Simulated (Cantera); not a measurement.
Feed: 1 mol SiO₂, 1.6 mol CH₄, 0.14 mol H₂, held at 1.00 bar.

Cantera equilibrium calculation (NASA polynomials, part measured and part estimated; ideal gas, pure solids and liquids). Candidate condensed phases: C, C₆H₆, C₇H₈, C₈H₁₈, H₂O, Si, SiC, SiO₂; 123 gas species. Mutual solubility and eutectic melting of coexisting phases are not modelled. The tables hold silica as quartz up to 1696 K and as liquid above; real silica turns to tridymite and cristobalite and melts near 1996 K. The numbers say what is thermodynamically allowed, not how fast it happens. All values below are at 1475 °C.

Base state: H₂ 0.753, CO 0.242, SiO 0.00439, CH₄ 0.000267, H 0.000198, H₂O 0.000132, C₂H₂ (acetylene) 2.23e-5, CO₂ 1.18e-5 (mole fractions); condensed: SiC(s) + SiO₂(condensed).

Question: What changes in the equilibrium state with this change: pressure from 1.00 bar to 0.00150 bar?

Answer: 
```json
[
 {"species": "H₂", "before": "0.753", "after": "0.622"},
 {"species": "CO", "before": "0.242", "after": "0.243"},
 {"species": "SiO", "before": "0.00439", "after": "0.131"},
 {"species": "H", "before": "0.000198", "after": "0.00465"},
 {"species": "CH₄", "before": "0.000267", "after": "5.01e-8"},
 {"species": "Si", "before": "5.35e-8", "after": "0.000194"},
 {"species": "H₂O", "before": "0.000132", "after": "8.95e-7"},
 {"species": "CO₂", "before": "1.18e-5", "after": "9.69e-8"},
 {"species": "SiC(s), mol", "before": "0.527", "after": "0.299"},
 {"species": "SiO₂(condensed), mol", "before": "0.454", "after": "0"}
]
```
